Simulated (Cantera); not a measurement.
Cantera run, input and output.

```python
import numpy as np
import cantera as ct

gas = ct.Solution("gri30.yaml")
gas.TPX = 1873, 1000000, {'CH4': 0.23, 'CO2': 0.47, 'H2': 0.18}
inlet = ct.Reservoir(gas, clone=True)

reactor = ct.IdealGasConstPressureReactor(gas, energy="off", clone=False)
exhaust = ct.Reservoir(gas, clone=True)
tau = [0.38, 0.14, 0.055, 0.021, 0.0078, 0.0029, 0.0011, 0.00042, 0.00016][0]
for a, b in ((inlet, reactor), (reactor, exhaust)):
    ct.MassFlowController(a, b, mdot=lambda t: reactor.mass / tau)
net = ct.ReactorNet([reactor])
show = ['CH4', 'CO2', 'H2', 'CH2O', 'C2H6', 'CH2CO']

rows = []
print(f"{'tau/s':>10s}{'T/K':>9s}" + "".join(f"{s:>11s}" for s in show))
for tau in [0.38, 0.14, 0.055, 0.021, 0.0078, 0.0029, 0.0011, 0.00042, 0.00016]:
    net.initial_time = 0.0
    net.advance(30 * tau)
    before = gas.X
    net.advance(40 * tau)
    drift = np.max(np.abs(gas.X - before) / (gas.X + 1e-9))
    rows.append([gas.T, *gas[show].X, drift])
    print(f"{tau:10.3e}{gas.T:9.1f}" + "".join(f"{x:11.3e}" for x in gas[show].X))
```

Result:

```
     tau/s      T/K        CH4        CO2         H2       CH2O       C2H6      CH2CO
 3.800e-01   1873.0  7.703e-03  5.251e-02  3.223e-01  1.133e-06  1.471e-06  4.440e-06
 1.400e-01   1873.0  1.258e-02  6.050e-02  3.029e-01  1.600e-06  4.066e-06  1.007e-05
 5.500e-02   1873.0  1.863e-02  7.370e-02  2.763e-01  2.527e-06  9.452e-06  2.031e-05
 2.100e-02   1873.0  2.688e-02  9.556e-02  2.432e-01  4.547e-06  2.143e-05  3.774e-05
 7.800e-03   1873.0  3.916e-02  1.307e-01  2.110e-01  8.597e-06  4.958e-05  6.033e-05
 2.900e-03   1873.0  5.939e-02  1.862e-01  1.925e-01  1.466e-05  1.149e-04  7.382e-05
 1.100e-03   1873.0  9.346e-02  2.687e-01  1.966e-01  2.031e-05  2.491e-04  6.153e-05
 4.200e-04   1873.0  1.419e-01  3.689e-01  2.128e-01  2.419e-05  4.701e-04  3.407e-05
 1.600e-04   1873.0  1.912e-01  4.524e-01  2.193e-01  2.737e-05  7.339e-04  1.363e-05
```

Detailed kinetics in Cantera: GRI-Mech 3.0 (53 species, 325 reactions).
